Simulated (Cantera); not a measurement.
Ignition delay

Mixture: 6.87 % CH₄, 19.6 % O₂, 73.5 % N₂, equivalence ratio 0.70, at 1.01 bar, adiabatic and at constant volume. Ignition delay is the time to a rise of 400 K.

Model: GRI-Mech 3.0 (53 species, 325 reactions), integrated in Cantera.

| T0 (K) | delay (ms) |
|---|---|
| 1275 | 12.8 |
| 1350 | 4.95 |
| 1425 | 2.09 |
| 1500 | 0.972 |
| 1575 | 0.496 |
| 1650 | 0.275 |
| 1725 | 0.163 |
| 1800 | 0.102 |
| 1875 | 0.0665 |

The apparent activation energy between 1725 and 1875 K is 160 kJ/mol.
